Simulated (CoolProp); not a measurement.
Octamethylcyclotetrasiloxane (D4) along the isotherm 346.85 °C: density (kg/m³) from the reference equation and from simpler models built on Tc = 313.4 °C, pc = 13.47 bar, ω = 0.598; each cubic takes its own stable root.

The numbers come from the reference Helmholtz-energy equation of state, Thol 2015 in CoolProp.

| p (bar) | phase | reference | ideal gas | Peng-Robinson |
|---|---|---|---|---|
| 0.518 | gas | 3.014 | 2.981 | 3.016 |
| 1.04 | gas | 6.120 | 5.984 | 6.131 |
| 1.55 | gas | 9.226 | 8.919 | 9.251 |
| 2.07 | gas | 12.47 | 11.91 | 12.51 |
| 2.59 | gas | 15.79 | 14.90 | 15.86 |
| 3.11 | gas | 19.21 | 17.89 | 19.31 |
| 3.63 | gas | 22.71 | 20.89 | 22.85 |
| 4.15 | gas | 26.31 | 23.88 | 26.49 |
| 4.66 | gas | 29.95 | 26.81 | 30.17 |
| 5.18 | gas | 33.76 | 29.81 | 34.04 |
| 5.7 | gas | 37.70 | 32.80 | 38.03 |
| 6.22 | gas | 41.76 | 35.79 | 42.15 |
| 6.74 | gas | 45.96 | 38.78 | 46.42 |
